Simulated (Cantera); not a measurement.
An isothermal, constant-pressure homogeneous reactor starts with CH₄ : CO₂ : H₂ = 1 : 3.3 : 0.054 (molar parts), at 1575 K and 0.132 atm.

Computed with Cantera and GRI-Mech 3.0 (53 species, 325 reactions).

**Question.** Predict: x(CH₄) at 4.00 s; x(CO₂) at 4.00 s; x(H₂) at 4.00 s; x(CO) at 4.00 s; x(C₂H₂) at 4.00 s.

**Answer.** 
```
Quantity                                             Result
-----------------  ----------------------------------------
x(CH₄) at 4.00 s   0.00973 (gas-phase equilibrium 3.20e-10)
x(CO₂) at 4.00 s        0.278 (gas-phase equilibrium 0.190)
x(H₂) at 4.00 s        0.0965 (gas-phase equilibrium 0.151)
x(CO) at 4.00 s         0.379 (gas-phase equilibrium 0.486)
x(C₂H₂) at 4.00 s     0.0364 (gas-phase equilibrium <1e-12)
```
